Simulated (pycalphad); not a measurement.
All values are pycalphad results on the COST 507 light-alloy database (1999) (1 atm), not direct measurements. The data set is of 1999 and partly superseded. Diffusion is slow at the low end, where real alloys seldom reach equilibrium.

Problem. How does the equilibrium phase assembly of Hf-4C (at.%) change on cooling from 3027 °C to 252 °C?

Solution. 
| T (°C) | phases above | phases below |
|---|---|---|
| 2289.0 | liquid | hcp + liquid |
| 2230.2 | hcp + liquid | hcp |
| 990.8 | hcp | fcc + hcp |
Changes were sought between steps of 75 K, so a narrower field can be missed.

The fcc model also describes the rock-salt carbide or nitride (TiC, TiN, HfC).
